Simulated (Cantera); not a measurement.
Mixture: CH4 : H2 : O2 : N2 = 1 : 0.039 : 1.84 : 6.9 (molar parts), equivalence ratio 1.1, at 3.60 bar, adiabatic and at constant pressure. Ignition delay is the time to a rise of 400 K.

Computed with Cantera and GRI-Mech 3.0 (53 species, 325 reactions).

### Question
What does this change do: pressure from 3.60 bar to 0.510 bar?

### Answer
| quantity | before | after |
|---|---|---|
| delay at 1023 K | 65.7 ms | 0.651 s |
| delay at 1173 K | 12.4 ms | 77.5 ms |
| delay at 1323 K | 2.32 ms | 11.0 ms |
| delay at 1473 K | 0.490 ms | 2.15 ms |
| delay at 1623 K | 0.126 ms | 0.604 ms |
| apparent activation energy between 1548 and 1698 K | 180 kJ/mol | 160 kJ/mol |

### Question
What does this change do: H2 0.039 to 0.11 parts?

### Answer
| quantity | before | after |
|---|---|---|
| delay at 1023 K | 65.7 ms | 27.8 ms |
| delay at 1173 K | 12.4 ms | 6.15 ms |
| delay at 1323 K | 2.32 ms | 1.45 ms |
| delay at 1473 K | 0.490 ms | 0.355 ms |
| delay at 1623 K | 0.126 ms | 0.101 ms |
| apparent activation energy between 1548 and 1698 K | 180 kJ/mol | 170 kJ/mol |
